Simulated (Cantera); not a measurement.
A jet of CH4 : O2 : N2 = 0.019 : 0.097 : 0.79 (molar parts), equivalence ratio 0.39 at 300 K and 0.220 bar hits a platinum plate 2.7 cm away at a mass flux of 0.19 kg/m²/s; the plate temperature is set and raised in steps from an oxygen-covered start.

Computed with Cantera and Deutschmann's 1995 Pt surface mechanism with GRI-Mech 3.0 gas chemistry. Catalytic surfaces can have several steady states; this one follows from the mechanism file's or the stated starting coverage.

One state of this run: wall x CH4 = 0.0125; wall x O2 = 0.0890; wall x H2O = 0.0158; wall x OH = 4.98e-8; wall x CO = 5.92e-6; wall x CO2 = 0.0104; θ free Pt = 0.228; θ O* = 0.771; θ OH* = 0.00134. x: mole fraction at the wall; θ: surface coverage.

Q: Which value of plate T (K) does it belong to?
A) 950
B) 1200
C) 1100
D) 1000

A: A, 950
